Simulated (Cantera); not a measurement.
## Equilibrium for hydrogen reduction and annealing atmospheres: V2O5 + H2 + H2O

A closed system holds: 1 mol V2O5, 21 mol H2, 1.9 mol H2O, equilibrated at 1848 K and 0.0330 bar.

Method: chemical equilibrium by Gibbs-energy minimisation in Cantera with the NASA 1993 tables (ideal gas, pure condensed phases). Candidate condensed phases: H2O, V, VO, V2O3, V2O4, V2O5; 12 gas species. Condensed phases not in the tables: the oxides between V2O3 and V2O5 other than VO2. Kinetics and transport are ignored.

```yaml
x(H2): 0.827
x(H2O): 0.170
x(H): 0.00265
x(VO2): 0.000107
x(OH): 4.01e-5
x(VO): 1.33e-6
n(V2O3(s)): 0.999 mol
gas_amount: 22.93 mol
log10 activity of V(s) (absent): -3.66
log10 activity of V2O5(l) (absent): -7.08
```
